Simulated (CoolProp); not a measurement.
Vapour pressure (bar) of chlorine: the reference equation beside estimates from Tc = 416.9 K, pc = 76.42 bar, ω = 0.070.

The numbers come from the reference Helmholtz-energy equation of state, Thol 2021 in CoolProp.

| T (K) | reference | van der Waals | Redlich-Kwong | Soave-Redlich-Kwong | Peng-Robinson |
|---|---|---|---|---|---|
| 247.8 | 1.458 | 6.290 | 1.418 | 1.482 | 1.523 |
| 253.5 | 1.828 | 7.171 | 1.799 | 1.852 | 1.895 |
| 259.1 | 2.259 | 8.114 | 2.245 | 2.282 | 2.326 |
| 264.8 | 2.773 | 9.157 | 2.780 | 2.794 | 2.837 |
| 270.4 | 3.360 | 10.27 | 3.393 | 3.379 | 3.420 |
| 276.1 | 4.050 | 11.48 | 4.114 | 4.066 | 4.102 |
| 281.8 | 4.842 | 12.79 | 4.943 | 4.852 | 4.882 |
| 287.4 | 5.728 | 14.17 | 5.870 | 5.732 | 5.753 |

Absolute difference from the reference over all 8 rows, mean and median: van der Waals 226.7 and 217.9 %, Redlich-Kwong 1.5 and 1.6 %, Soave-Redlich-Kwong 0.7 and 0.7 %, Peng-Robinson 2.2 and 2.0 %.
